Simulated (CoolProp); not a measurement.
p-xylene along the isotherm 492 K: density (kg/m³) from the reference equation and from simpler models built on Tc = 616.2 K, pc = 35.32 bar, ω = 0.324; each cubic takes its own stable root.

Computed with CoolProp (reference Helmholtz-energy equation of state, Zhou 2012).

| p (bar) | phase | reference | van der Waals | Redlich-Kwong | Soave-Redlich-Kwong | Peng-Robinson |
|---|---|---|---|---|---|---|
| 0.168 | gas | 0.4377 | 0.4371 | 0.4373 | 0.4375 | 0.4376 |
| 0.298 | gas | 0.7787 | 0.7767 | 0.7776 | 0.7781 | 0.7784 |
| 0.53 | gas | 1.392 | 1.386 | 1.389 | 1.390 | 1.391 |
| 0.942 | gas | 2.499 | 2.479 | 2.488 | 2.493 | 2.496 |
| 1.68 | gas | 4.540 | 4.470 | 4.501 | 4.516 | 4.527 |
| 2.98 | gas | 8.338 | 8.093 | 8.199 | 8.253 | 8.288 |
| 5.3 | gas | 15.95 | 14.98 | 15.37 | 15.59 | 15.71 |
| 9.42 | liquid | 665.2 | 29.01 | 534.9 | 569.9 | 646.5 |
| 16.8 | liquid | 667.9 | 381.2 | 540.8 | 573.9 | 650.5 |
| 29.8 | liquid | 672.2 | 392.1 | 550.2 | 580.5 | 657.1 |
| 53 | liquid | 679.4 | 406.6 | 564.4 | 591.0 | 667.7 |

At some of these states van der Waals gives the other phase, because its saturation line lies elsewhere.
